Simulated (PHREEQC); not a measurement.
Make-up at 25 °C: 0.0017 mol Na2SiO3 per kg of water. Closed to the air; pH follows from the charge balance.

Model: ion-association model, phreeqc.dat, run in PHREEQC.

**Question.** The ionic strength comes out as 0.00342 mol/kgw. What activity coefficients do OH-, Na+, H3SiO4-, H2SiO4-2 get?

**Answer.** OH- 0.94, Na+ 0.94, H3SiO4- 0.94, H2SiO4-2 0.78.

Precipitation was switched off in this run. Species that the database lacks are ignored.
